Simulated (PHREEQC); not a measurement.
# Copper plating or etch bath

Make-up at 25 °C: 0.0024 mol/kgw CuSO4, 7.4e-05 mol/kgw HCl and 0.0031 mol/kgw Na2SO4. Closed to the air; pH follows from the charge balance.

All values are PHREEQC results (ion-association model, phreeqc.dat), not measurements.

This is a speciation only: nothing precipitates in the calculation.

Question: Estimate the pH, specific conductance.

Answer: pH 4.29; specific conductance 1110 µS/cm.

Question: In which forms is Cu present?

Answer: Cu+2 73 %, CuSO4 27 % of the Cu.

Complexes and solids missing from the database can't appear.
